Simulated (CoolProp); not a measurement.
Vapour-liquid equilibrium of acetone (1) + cyclohexane (2) at 157.45 °C; x and y are mole fractions of (1).

Model: multi-fluid Helmholtz-energy mixture model, Lemmon 2006 and Zhou 2014; pair parameters Bell 2016, in CoolProp.

**Question.** Give the bubble pressure and the first vapour's composition at x = 0.05, 0.25, 0.45. Is there an azeotrope?

**Answer.** x = 0.05: 0.7703 MPa, y = 0.182; x = 0.25: 1.078 MPa, y = 0.470; x = 0.45: 1.227 MPa, y = 0.597. y crosses x between x = 0.75 and 0.85: the model has an azeotrope there.

The pair parameters rest on a limited set of measurements; away from them the model extrapolates.
